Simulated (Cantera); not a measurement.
What does this Cantera script print?

```python
import numpy as np
import cantera as ct

gas_names = [...]  # 109 gases of nasa_gas.yaml made of C, Cl, H, Si
cond_names = """
    C(gr) C6H6(L) C7H8(L) C8H18(L),n-octa Si(cr) Si(L) SiC(b)
""".split()


# ... load() reads the species with a 1 bar reference pressure and builds the phases ...
atoms = {
    'SiH2Cl2': {'Si': 1, 'H': 2, 'CL': 2},
    'C2H4': {'C': 2, 'H': 4},
    'H2': {'H': 2},
}
top_T = {'C(gr)': 4500, 'SiC(b)': 3050}  # K; cautious upper limits of use, not melting points


# ... equilibrate(T, P, feed) seeds the gas with the atoms and calls Mixture.equilibrate('TP', solver="vcs", rtol=1e-11, max_steps=5000) ...
results = []
feed = {'SiH2Cl2': 1, 'C2H4': 0.35, 'H2': 100}  # mol
T = 2450  # K
P = 133.322  # Pa
mix = equilibrate(T, P, feed)
results.append((T, P, feed, dict(zip(mix.species_names, mix.species_moles))))
print(gas.report(threshold=0.001))
for i in range(1, mix.n_phases):
    print(f"{mix.phase(i).name:16s} {mix.phase_moles(i):12.5e} mol")
```

It prints:

```
       temperature   2450 K
          pressure   133.32 Pa
           density   1.5597e-05 kg/m^3
  mean mol. weight   2.383 kg/kmol
   phase of matter   gas

                          1 kg             1 kmol
                     ---------------   ---------------
          enthalpy        6.3992e+07         1.525e+08  J
   internal energy        5.5444e+07        1.3213e+08  J
           entropy        1.0208e+05        2.4326e+05  J/K
    Gibbs function        -1.861e+08       -4.4349e+08  J
 heat capacity c_p             12353             29437  J/K
 heat capacity c_v            8863.9             21123  J/K

                      mass frac. Y      mole frac. X     chem. pot. / RT
                     ---------------   ---------------   ---------------
    C2H2,acetylene          0.020601         0.0018854           -34.731
                CL           0.07762         0.0052178           -29.086
                 H           0.17454           0.41264           -13.671
               HCL           0.15327          0.010019           -42.757
                H2           0.47581           0.56244           -27.342
                Si          0.081792         0.0069401           -12.857
     [ +103 minor]          0.016358        0.00086049

C(gr)             0.00000e+00 mol
Si(L)             0.00000e+00 mol
SiC(b)            0.00000e+00 mol
```

These are equilibrium values from Cantera (NASA tables, ideal gas, pure condensed phases), not measurements of a reactor. The tables' values for SiCl are old estimates; treat these amounts as uncertain.
